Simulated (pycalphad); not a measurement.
**Freezing of Si-Ti alloys with rising Ti**

Source of the numbers: pycalphad with the COST 507 light-alloy database (1999); pressure 1 atm. These are 1990s assessments: newer ones move some temperatures and phases. Amounts are mole fractions of atoms.

Scheil-Gulliver runs (no diffusion in the solid, steps of 4 K) beside full equilibrium.

```
alloy              liquidus (K)  Scheil, half solid (K)  Scheil, 80 % solid (K)  Scheil, invariant end (K)  liquid left at that end  equilibrium solidus (K)
-----------------  ------------  ----------------------  ----------------------  -------------------------  -----------------------  -----------------------
Si-33.23Ti (wt.%)          1665    at the invariant end    at the invariant end                       1604                     0.72                     1604
Si-58.43Ti (wt.%)           [?]                     [?]    at the invariant end                        [?]                      [?]                      [?]
Si-78.21Ti (wt.%)          2343                    2211    at the invariant end                       1613                     0.21                     1613
```

What belongs in the gaps?


- Si-58.43Ti (wt.%), liquidus (K): 2062
- Si-58.43Ti (wt.%), Scheil, half solid (K): 1753
- Si-58.43Ti (wt.%), Scheil, invariant end (K): 1747
- Si-58.43Ti (wt.%), liquid left at that end: 0.49
- Si-58.43Ti (wt.%), equilibrium solidus (K): 1747
